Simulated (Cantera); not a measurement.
What does this Cantera script print?

```python
import numpy as np
import cantera as ct

gas_names = """
    CL CLO CL2 H HCL HNO HNO2 HNO3 HOCL HO2 H2 H2O H2O2 N NH NH2 NH3 NH2OH NO NO2 NO3 N2 N2H2 N2H4 N2O O
    OH O2 O3 Si SiCL SiCL2 SiCL3 SiCL4 SiH SiHCL3 SiH2 SiH2CL2 SiH3 SiH3CL SiH4 SiN SiO SiO2 Si2 Si2N
    Si3
""".split()
cond_names = """
    H2O(s) H2O(L) NH4CL(a) NH4CL(b) Si(cr) Si(L) SiO2(Lqz) SiO2(hqz) SiO2(L) Si2N2O(s) Si3N4(a)
""".split()


def load(file, names, dense=False):
    # The tables refer to 1 bar. Condensed volumes are neglected.
    table = {s.name: s for s in ct.Species.list_from_file(file)}
    out = []
    for n in names:
        d = dict(table[n].input_data)
        d["thermo"] = dict(d["thermo"], **{"reference-pressure": 1e5})
        if dense:
            d["equation-of-state"] = {"model": "constant-volume", "density": "1e6 g/cm^3"}
        out.append(ct.Species.from_dict(d))
    return out


gas = ct.Solution(thermo="ideal-gas", species=load("nasa_gas.yaml", gas_names))
cond = {s.name: ct.Solution(thermo="fixed-stoichiometry", species=[s], name=s.name)
        for s in load("nasa_condensed.yaml", cond_names, dense=True)}
atoms = {
    'SiCl4': {'Si': 1, 'CL': 4},
    'H2O': {'H': 2, 'O': 1},
    'H2': {'H': 2},
    'NO': {'N': 1, 'O': 1},
}
top_T = {'Si2N2O(s)': 2100, 'Si3N4(a)': 2400}  # K; cautious upper limits of use, not melting points


def equilibrate(T, P, feed):
    n = {}
    for name, mol in feed.items():
        for a, k in atoms[name].items():
            n[a] = n.get(a, 0.0) + k * mol
    gas.TPX = T, P, n
    mass = sum(n.values()) * gas.mean_molecular_weight
    gas.equilibrate("TP")
    valid = [c for c in cond.values() if c.min_temp <= T <= top_T.get(c.name, c.max_temp)]
    mix = ct.Mixture([(gas, mass / gas.mean_molecular_weight)] + [(c, 0.0) for c in valid])
    mix.T, mix.P = T, P
    mix.equilibrate("TP", solver="vcs", rtol=1e-11, max_steps=5000)
    return mix


results = []
T = 1273  # K
P = 19000  # Pa
for m in [0.86, 2.9, 4.9, 6.9, 8.9, 11, 13, 15, 17, 19, 21, 23]:
    feed = {'SiCl4': 1, 'H2O': m, 'H2': 2.5, 'NO': 21}  # mol
    mix = equilibrate(T, P, feed)
    results.append((T, P, feed, dict(zip(mix.species_names, mix.species_moles))))

top = {s: max(r[3][s] / sum(r[3][g] for g in gas_names) for r in results) for s in gas_names}
cols = sorted((s for s in top if top[s] > 0.001), key=lambda s: -top[s])[:5]
seen = [c for c in cond_names if any(r[3].get(c, 0) > 1e-12 for r in results)]
print("log10 of partial pressures in bar; condensed amounts in mol")
print(f"{'n(H2O)':>10s}" + "".join(f"{s[:9]:>10s}" for s in cols + seen))
for T, P, feed, n in results:
    ng = sum(n[g] for g in gas_names)
    print(f"{feed['H2O']:10.4g}" + "".join(f"{np.log10(max(n[s] / ng * P / 1e5, 1e-99)):10.3f}" for s in cols)
          + "".join(f"{n.get(c, 0):10.4g}" for c in seen))
```

Result:

```
log10 of partial pressures in bar; condensed amounts in mol
    n(H2O)       H2O        N2        O2       HCL       CL2 SiO2(hqz)
      0.86    -1.930    -1.099    -1.158    -1.560    -2.905         1
       2.9    -1.611    -1.134    -1.191    -1.573    -3.266         1
       4.9    -1.448    -1.165    -1.221    -1.597    -3.492         1
       6.9    -1.343    -1.194    -1.250    -1.623    -3.663         1
       8.9    -1.267    -1.221    -1.277    -1.648    -3.802         1
        11    -1.206    -1.247    -1.303    -1.673    -3.927         1
        13    -1.161    -1.271    -1.327    -1.696    -4.030         1
        15    -1.124    -1.294    -1.350    -1.718    -4.122         1
        17    -1.093    -1.316    -1.371    -1.739    -4.206         1
        19    -1.067    -1.336    -1.392    -1.760    -4.283         1
        21    -1.044    -1.356    -1.411    -1.779    -4.354         1
        23    -1.024    -1.375    -1.430    -1.797    -4.420         1
```

These are equilibrium values from Cantera (NASA tables, ideal gas, pure condensed phases), not measurements of a reactor. The tables hold silica as quartz up to 1696 K and as liquid above; real silica turns to tridymite and cristobalite and melts near 1996 K. Gases not in the tables: Si(OH)4.
